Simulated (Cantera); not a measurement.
An isothermal, constant-pressure homogeneous reactor starts with H₂ : O₂ : N₂ = 0.66 : 1 : 1.4 (molar parts), at 1175 K and 113 Torr.

Computed with Cantera and GRI-Mech 3.0 (53 species, 325 reactions). The temperature is held fixed by assumption; the heat of reaction is taken as removed at once.

x: mole fraction; the columns are a selection and need not sum to one.

| t (s) | x H₂ | x O₂ | x NO | x OH | x H₂O₂ |
|---|---|---|---|---|---|
| 6.00e-5 | 0.216 | 0.327 | <1e-12 | ? | 1.63e-10 |
| 0.000270 | 0.0219 | 0.239 | 1.65e-6 | ? | 2.88e-6 |
| 0.00121 | 0.000901 | 0.245 | 3.98e-6 | ? | 2.60e-6 |
| 0.00545 | 3.17e-5 | 0.245 | 3.95e-6 | ? | 4.92e-7 |
| 0.0245 | 2.04e-6 | 0.245 | 3.94e-6 | ? | 9.29e-8 |
| 0.110 | 2.66e-7 | 0.245 | 3.97e-6 | ? | 1.96e-8 |
| 0.495 | 4.92e-8 | 0.245 | 3.98e-6 | ? | 4.43e-9 |
| 2.22 | 1.32e-8 | 0.245 | 3.97e-6 | ? | 1.26e-9 |
| 10.0 | 9.50e-9 | 0.245 | 3.96e-6 | ? | 8.86e-10 |

### Question
What belongs in the gaps?

### Answer

- 6.00e-5, x OH: 1.00e-7
- 0.000270, x OH: 0.00782
- 0.00121, x OH: 0.00125
- 0.00545, x OH: 0.000238
- 0.0245, x OH: 7.43e-5
- 0.110, x OH: 2.95e-5
- 0.495, x OH: 1.31e-5
- 2.22, x OH: 6.69e-6
- 10.0, x OH: 5.52e-6
